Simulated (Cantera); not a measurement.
What does this Cantera script print?

```python
import numpy as np
import cantera as ct

gas_names = """
    N2O Br2 NO2
""".split()
cond_names = """
    BaO(s) BaO(L) BaBr2(s) BaBr2(L)
""".split()


# ... load() reads the species with a 1 bar reference pressure and builds the phases ...
species = {s.name: s for s in load("nasa_gas.yaml", gas_names) + load("nasa_condensed.yaml", cond_names)}
# Each term lists the table entries of one substance; the one whose range holds T is used.
reactions = {
    'N2O(g) + 3 Br2(g) + 3 BaO = 3 BaBr2 + 2 NO2(g)':
        [(-1, ['N2O']), (-3, ['Br2']), (-3, ['BaO(s)', 'BaO(L)']), (3, ['BaBr2(s)', 'BaBr2(L)']), (2, ['NO2'])],
}


def pick(names, T):
    return next(species[n] for n in names if species[n].thermo.min_temp <= T <= species[n].thermo.max_temp)


results = []
for label, terms in reactions.items():
    print(label)
    print("     T/K   dH/kJ  dS/(J/K)   dG/kJ   log10 K")
    for T in [1023, 1073, 1123, 1173, 1223, 1273, 1323, 1373, 1423]:
        used = [(nu, pick(names, T)) for nu, names in terms]
        dH = sum(nu * s.thermo.h(T) for nu, s in used) / 1e6
        dS = sum(nu * s.thermo.s(T) for nu, s in used) / 1e3
        dG = dH - T * dS / 1e3
        logK = -dG * 1e6 / (ct.gas_constant * T * np.log(10))
        results.append((label, T, dH, dS, dG, logK, [s.name for _, s in used]))
        print(f"{T:8g} {dH:8.1f} {dS:8.1f} {dG:8.1f} {logK:8.2f}")
```

Output:

```
N2O(g) + 3 Br2(g) + 3 BaO = 3 BaBr2 + 2 NO2(g)
     T/K   dH/kJ  dS/(J/K)   dG/kJ   log10 K
    1023   -715.2   -217.0   -493.2    25.18
    1073   -713.0   -214.8   -482.4    23.49
    1123   -710.6   -212.7   -471.8    21.94
    1173   -611.0   -124.6   -464.8    20.70
    1223   -607.2   -121.4   -458.7    19.59
    1273   -603.3   -118.3   -452.7    18.58
    1323   -599.6   -115.4   -446.9    17.64
    1373   -595.9   -112.7   -441.2    16.78
    1423   -592.2   -110.1   -435.6    15.99
```

Standard-state values (1 bar) from the NASA 1993 polynomials, evaluated with Cantera. Condensed species are held in their standard states even where they would react or evaporate.
